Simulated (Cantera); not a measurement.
Input (Python, Cantera):

```python
import numpy as np
import cantera as ct

surf = ct.Interface("ptcombust.yaml", "Pt_surf")
gas = surf.adjacent["gas"]
gas.TPX = 300, 5600, {'CH4': 0.01, 'O2': 0.13, 'N2': 0.79}
jet = ct.ImpingingJet(gas=gas, width=0.031, surface=surf)
jet.inlet.mdot, jet.inlet.T, jet.inlet.X = 0.038, 300, {'CH4': 0.01, 'O2': 0.13, 'N2': 0.79}
jet.set_refine_criteria(ratio=10, slope=0.2, curve=0.3)
show, cover = ['CH4', 'O2', 'H2O', 'OH', 'CO', 'CO2'], ["PT(S)", "H(S)", "O(S)", "OH(S)", "CO(S)", "C(S)"]

rows = []
print(f"{'Ts/K':>7s}" + "".join(f"{s:>11s}" for s in show + cover) + "   (gas at the wall, coverages)")
for i, Ts in enumerate([900, 950, 1000, 1050, 1100]):
    jet.surface.T = Ts
    if i == 0:
        surf.TP = Ts, 5600
        surf.coverages = "PT(S):0.5, O(S):0.5"
        surf.advance_coverages(1.0)
        jet.set_initial_guess(products="inlet")
    jet.solve(loglevel=0, auto=(i == 0))
    rows.append([*(jet.X[gas.species_index(s), -1] for s in show), *surf[cover].coverages])
    print(f"{Ts:7g}" + "".join(f"{x:11.3e}" for x in rows[-1]))
```

Output:

```
   Ts/K        CH4         O2        H2O         OH         CO        CO2      PT(S)       H(S)       O(S)      OH(S)      CO(S)       C(S)   (gas at the wall, coverages)
    900  7.947e-03  1.338e-01  5.226e-03  1.850e-08  3.110e-06  3.426e-03  2.126e-01  3.085e-08  7.869e-01  4.674e-04  2.690e-06  9.572e-09
    950  6.548e-03  1.308e-01  7.810e-03  6.192e-08  3.543e-06  5.130e-03  2.800e-01  7.945e-08  7.195e-01  5.113e-04  2.124e-06  1.017e-08
   1000  5.289e-03  1.282e-01  1.012e-02  1.736e-07  3.855e-06  6.660e-03  3.493e-01  1.719e-07  6.502e-01  5.141e-04  1.584e-06  9.900e-09
   1050  4.275e-03  1.260e-01  1.197e-02  4.280e-07  4.145e-06  7.883e-03  4.183e-01  3.280e-07  5.812e-01  4.893e-04  1.160e-06  9.232e-09
   1100  3.502e-03  1.244e-01  1.337e-02  9.515e-07  4.470e-06  8.809e-03  4.854e-01  5.705e-07  5.142e-01  4.495e-04  8.551e-07  8.478e-09
```

Model: Deutschmann's 1995 Pt surface mechanism with GRI-Mech 3.0 gas chemistry, integrated in Cantera. Catalytic surfaces can have several steady states; this one follows from the mechanism file's or the stated starting coverage.
